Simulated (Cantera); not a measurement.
Feed: 1 mol Al, 28 mol H₂O, 120 mol N₂, at 1123.15 K and 1.00 Torr.

These are equilibrium values from Cantera (NASA tables, ideal gas, pure condensed phases), not measurements of a reactor. Candidate condensed phases: Al, AlN, Al₂O₃, H₂O; 35 gas species. Equilibrium is a limit: real reactors are often held back by kinetics, nucleation or transport.

Q: What is the equilibrium state?

A: 
```
Property                              Value
--------------------------------  ---------
x(N₂)                                 0.811
x(H₂O)                                0.179
x(H₂)                                0.0101
n(Al₂O₃(s))                       0.500 mol
gas amount                        148.0 mol
log10 activity of Al(l) (absent)     -19.62
```
